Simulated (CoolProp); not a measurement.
A Linde-Hampson liquefier for methane: isothermal reversible compression at 300 K from 1 atm to 25 MPa, throttling to 1 atm, return gas leaving the recuperator 5 K below the feed. Each further row changes one setting.

Model: reference Helmholtz-energy equation of state, Setzmann 1991, in CoolProp.

| case | liquid yield per pass | compression work (kJ/kg of gas) |
|---|---|---|
| as stated | (withheld) | 808 |
| high pressure 50 MPa | 0.240 | (withheld) |
| warm-end temperature 330 K | (withheld) | 907 |
| warm-end gap 10 K | (withheld) | 808 |

Q: Complete the blanks.

A: 
- as stated, liquid yield per pass: 0.210
- high pressure 50 MPa, compression work (kJ/kg of gas): 916
- warm-end temperature 330 K, liquid yield per pass: 0.159
- warm-end gap 10 K, liquid yield per pass: 0.201
